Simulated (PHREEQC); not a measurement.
KOH is added in steps, without added water, to 1 kg of water holding 0.001 mol CuSO4 and 5e-05 mol KCl, at 25 °C. O2 is buffered at 0.21 atm. The system is closed to CO2. The run lets Cu(OH)2, Brochantite, Antlerite, Atacamite, Chalcanthite precipitate or redissolve, and no other solid.

Base run: PHREEQC, ion-association model, wateq4f.dat. Each further column changes one thing. The table gives Cu+2 (mol/kgw).

| KOH added (mol) | base | KCl from 5e-05 to 5.5e-05 mol/kgw | KCl left out | no solid may form |
|---|---|---|---|---|
| 0 | 0.000896 | 0.000896 | 0.000896 | 0.000897 |
| 0.0004417 | 0.000633 | 0.000633 | 0.000633 | 0.000586 |
| 0.001104 | 0.000237 | 0.000237 | 0.000237 | 0.000232 |
| 0.001546 | 5.23e-8 | 5.23e-8 | 5.20e-8 | 8.83e-5 |
| 0.002208 | 1.45e-12 | 1.45e-12 | 1.45e-12 | 1.61e-10 |
| 0.00265 | 1.53e-13 | 1.53e-13 | 1.52e-13 | 1.69e-11 |
| 0.003092 | 5.52e-14 | 5.52e-14 | 5.51e-14 | 6.09e-12 |
| 0.003754 | 2.20e-14 | 2.20e-14 | 2.19e-14 | 2.42e-12 |
| 0.004196 | 1.43e-14 | 1.43e-14 | 1.42e-14 | 1.57e-12 |
| 0.004858 | 0 | 0 | 0 | 9.43e-13 |
| 0.0053 | 0 | 0 | 0 | 7.17e-13 |

The database's constant for dissolved Cu(OH)2 is higher than later reviews accept. In at least one series the solution becomes supersaturated in solids that the run did not let form, among them Cu(OH)2, Brochantite, Antlerite, Atacamite. Solids allowed in the column 'KCl left out': Cu(OH)2, Brochantite, Antlerite, Chalcanthite.
